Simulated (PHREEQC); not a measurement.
PHREEQC input (ion-association model, wateq4f.dat):

```
SOLUTION_MASTER_SPECIES
  An  An-  0  An  62.0  # stands for a non-complexing anion
SOLUTION_SPECIES
  An- = An-
    -log_k 0
    -gamma 3.0 0
  PO4-3 + 3H+ = H3PO4  # constants of phreeqc.dat
    -log_k 21.721
    -delta_h -10.1 kJ
PHASES
  Fix_H+
    H+ = H+
    -log_k 0
SOLUTION 1
  temp 25
  units mmol/kgw
  pH 7 charge
  P 0.00014
  Na 5.00014
  Cl 0.00022
  Zn 0.00011
  An 5
END
SELECTED_OUTPUT 1
  -reset false
  -pH true
  -pe true
  -ionic_strength true
  -water true
  -totals Cl Na P Zn
  -molalities Hfo_wOH Hfo_wOH2+ Hfo_wO- Hfo_sOH Hfo_sOH2+ Hfo_sO- Hfo_wH2PO4 Hfo_wHPO4- Hfo_wPO4-2 Hfo_sOZn+
    Hfo_wOZn+
  -saturation_indices Zincite(c) Zn5(OH)8Cl2 Zn3(PO4)2:4w Halite
USER_PUNCH 1
  -headings sigma psi
  10 PUNCH EDL("sigma", "Hfo"), EDL("psi", "Hfo")
PRINT
  -reset false
USE solution 1
SURFACE 1
  Hfo_wOH 2.47191e-05 600 0.011
  Hfo_sOH 6.17978e-07
EQUILIBRIUM_PHASES 1
  Fix_H+ -3 HAn 10
    -force_equality true
  O2(g) -0.68 10
END
# ... the last block is repeated for the other 12 points of pH, with NaOH or the acid as the point needs
```

Selected output (columns that matter, 12 of 13 rows; pH added in front):

```
pH	mu	Na	P	Zn	m_Hfo_wOH	m_Hfo_wOH2+	m_Hfo_wO-	m_Hfo_sOH	si_Zincite(c)	si_Zn5(OH)8Cl2	si_Zn3(PO4)2:4w	si_Halite	sigma	psi
3	0.006088	0.0050001	1.036e-11	1.1e-07	4.4239e-06	2.0133e-05	2.2269e-08	1.1123e-07	-12.237	-63.372	-38.506	-10.613	0.29952	0.21485
3.67	0.0052373	0.0050001	6.6971e-12	1.1e-07	9.5289e-06	1.4911e-05	1.395e-07	2.3958e-07	-10.888	-57.963	-36.089	-10.608	0.21903	0.20264
4.33	0.0050556	0.0050001	8.2393e-12	1.0999e-07	1.383e-05	1.0325e-05	4.2438e-07	3.4771e-07	-9.5659	-52.672	-33.243	-10.607	0.14566	0.18261
5	0.0050142	0.0050001	1.4416e-11	1.0992e-07	1.6638e-05	7.0399e-06	9.0086e-07	4.1828e-07	-8.2258	-47.311	-30.078	-10.607	0.088976	0.15756
5.67	0.0050045	0.0050001	3.3804e-11	1.0882e-07	1.805e-05	5.0508e-06	1.4778e-06	4.53e-07	-6.8902	-41.973	-26.694	-10.607	0.05031	0.12855
6.33	0.0050018	0.0050001	1.0873e-10	9.3738e-08	1.8608e-05	3.974e-06	1.9961e-06	4.5606e-07	-5.6356	-37.02	-23.339	-10.607	0.026476	0.096453
7.67	0.0050006	0.0050004	5.652e-09	2.0792e-09	1.8858e-05	3.0572e-06	2.6647e-06	3.9526e-07	-4.6349	-34.696	-20.787	-10.607	0.0040648	0.024263
8.33	0.0050028	0.0050028	5.4069e-08	1.6869e-10	1.8904e-05	2.8122e-06	2.9112e-06	3.9409e-07	-4.5887	-35.785	-21.168	-10.606	-0.0020503	-0.01257
9	0.0050117	0.0050119	1.2826e-07	6.0076e-11	1.8928e-05	2.5318e-06	3.2419e-06	3.9333e-07	-4.5414	-36.889	-22.917	-10.605	-0.009291	-0.049473
9.67	0.0050519	0.0050525	1.3925e-07	6.022e-11	1.8816e-05	2.1847e-06	3.7125e-06	3.9082e-07	-4.4771	-37.908	-25.327	-10.602	-0.021214	-0.085472
10.33	0.0052335	0.0052348	1.3995e-07	8.0847e-11	1.8417e-05	1.6848e-06	4.6119e-06	3.8254e-07	-4.3644	-38.665	-27.636	-10.588	-0.042078	-0.11839
11	0.0060921	0.0060947	1.4e-07	1.649e-10	1.716e-05	1.0346e-06	6.5196e-06	3.5648e-07	-4.153	-38.953	-29.745	-10.527	-0.080252	-0.14732
```

Species that the database lacks are ignored. H3PO4, which wateq4f.dat lacks, is added to it with the constant of phreeqc.dat. The database has no phosphate complexes of Zn. The oxide is taken as insoluble; below pH 4 it would dissolve.
